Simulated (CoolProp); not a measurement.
Saturation properties of m-xylene.

Values from CoolProp's reference Helmholtz-energy equation of state, Zhou 2012.

```tsv
T (°C)	p (bar)	vapour density (kg/m³)	enthalpy of vaporisation (kJ/kg)	liquid viscosity (µPa s)
206.85	4.671	14.21	293.4	139
213.35	5.275	16.04	288.1	133
219.85	5.937	18.06	282.6	127
226.35	6.659	20.29	276.8	122
232.75	7.434	22.72	270.9	117
239.25	8.288	25.44	264.7	112
245.75	9.215	28.46	258.2	107
252.25	10.22	31.80	251.3	102
258.75	11.30	35.50	244.1	97.7
265.25	12.47	39.62	236.5	93.2
271.75	13.72	44.22	228.5	88.9
278.25	15.08	49.38	219.9	84.6
284.75	16.53	55.18	210.8	80.3
291.25	18.08	61.77	200.9	76.1
297.75	19.74	69.30	190.3	71.9
```

It boils at 139.1 °C under 1 atm.

Viscosity comes from a separate model (Cao 2016).
